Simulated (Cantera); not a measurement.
A perfectly stirred reactor is fed with CH₄ : O₂ : N₂ = 1 : 3.64 : 26.2 (molar parts), equivalence ratio 0.55, at 1200000 Pa; it is adiabatic with a 600 K inlet, and is followed from long to short residence time, starting on the burning branch (τ in s: 0.036, 0.013, 0.005, 0.0018, 0.00069, 0.00026, 9.6e-05, 3.6e-05, 1.3e-05, 5e-06).

Cantera simulation using GRI-Mech 3.0 (53 species, 325 reactions); the numbers are that mechanism's predictions, not measurements. The pressure lies above the range GRI-Mech 3.0 was tuned for (to about 10 atm).

Problem. Predict: blow-out, bracketed by the residence times tried; x(CH₄) at τ = 36.0 ms; x(O₂) at τ = 36.0 ms; x(NO) at τ = 36.0 ms; x(C₂H₆) at τ = 36.0 ms; x(H) at τ = 36.0 ms; x(CH₄) at τ = 0.260 ms; x(O₂) at τ = 0.260 ms.

Solution. blow-out, bracketed by the residence times tried: burning at 36.0 ms, out at 13.0 ms
x(CH₄) at τ = 36.0 ms: 0.000384
x(O₂) at τ = 36.0 ms: 0.0554
x(NO) at τ = 36.0 ms: 5.18e-8
x(C₂H₆) at τ = 36.0 ms: 3.34e-6
x(H) at τ = 36.0 ms: 2.96e-7
x(CH₄) at τ = 0.260 ms: 0.0324
x(O₂) at τ = 0.260 ms: 0.118
